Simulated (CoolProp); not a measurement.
A closed Brayton cycle with nitrogen: compressor inlet 333.15 K and 3 MPa, high pressure 6.52 MPa, turbine inlet 985 K, compressor efficiency 0.89, turbine efficiency 0.9, recuperator effectiveness 0.95 (on enthalpy, no pinch check). Each further row changes one setting.

The numbers come from the reference Helmholtz-energy equation of state, Span 2000 in CoolProp.

| case | thermal efficiency (%) | net work (kJ/kg) | compressor to turbine work | compressor exit (K) | turbine exit (K) |
|---|---|---|---|---|---|
| as stated | 42.5 | 90.3 | 0.52 | 426.9 | 823.5 |
| turbine inlet 935 K | 40.3 | 80.7 | 0.55 | 426.9 | 780.3 |
| compressor inlet 343.15 K | 41.3 | 87.3 | 0.54 | 439.5 | 823.5 |
| high pressure 5.54 MPa | 42.8 | 76.3 | 0.50 | 405.5 | 855.1 |
| recuperator effectiveness 0.5 | 22.2 | 90.3 | 0.52 | 426.9 | 823.5 |
